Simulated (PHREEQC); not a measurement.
Synthetic water in mmol/kgw, 70 °C, pH 6.01, pe 11.6:

| constituent | mmol/kgw |
|---|---|
| Na | 0.00478 |
| K | 0.00057 |
| Ca | 0.00155 |
| Mg | 0.00106 |
| Cl | 0.00171 |
| S(6) | 0.000535 |
| Alkalinity (meq/kgw) | 0.00613 |
| Ni | 2.84e-05 |
| Sr | 8.18e-06 |
| Cd | 1.17e-05 |

Valence states are taken as typed.

The numbers come from PHREEQC with the ion-association model, wateq4f.dat.

This is a speciation only: nothing precipitates in the calculation.

### Question
Predict the charge-balance error.

### Answer
charge-balance error 8.2 %.

### Question
In which forms is C present?

### Answer
CO2 66 %, HCO3- 34 % of the C.

Away from 25 °C the constants follow the database's enthalpies or fits; those with neither stay at their 25 °C values.
